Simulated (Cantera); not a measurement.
A closed system holds: 1 mol SiC, 3.3 mol CO₂, 62 mol H₂, equilibrated at 0.0680 bar.

Method: chemical equilibrium by Gibbs-energy minimisation in Cantera with the NASA 1993 tables (ideal gas, pure condensed phases). Candidate condensed phases: C, C₆H₆, C₇H₈, C₈H₁₈, H₂O, Si, SiC, SiO₂; 123 gas species. The numbers say what is thermodynamically allowed, not how fast it happens. All values below are at 2073 K.

Base state: H₂ 0.893, CO 0.0633, H₂O 0.0189, SiO 0.0148, H 0.00953, CO₂ 0.000277, OH 2.30e-5 (mole fractions); condensed: gas only.

**Question.** What changes in the equilibrium state with this change: CO₂ from 3.3 to 1.9 mol?

**Answer.** 
```json
[
 {"species": "H₂", "before": "0.893", "after": "0.932"},
 {"species": "CO", "before": "0.0633", "after": "0.0434"},
 {"species": "SiO", "before": "0.0148", "after": "0.0140"},
 {"species": "H₂O", "before": "0.0189", "after": "1.32e-6"},
 {"species": "C₂H₂ (acetylene)", "before": "<1e-9", "after": "3.87e-5"},
 {"species": "CO₂", "before": "0.000277", "after": "1.27e-8"},
 {"species": "Si₂C", "before": "<1e-9", "after": "2.09e-5"},
 {"species": "SiH₂", "before": "3.86e-9", "after": "5.71e-5"},
 {"species": "OH", "before": "2.30e-5", "after": "1.57e-9"},
 {"species": "SiC(s), mol", "before": "0", "after": "0.0216"}
]
```
Gases not in the tables: Si₂H₆ and higher silanes.
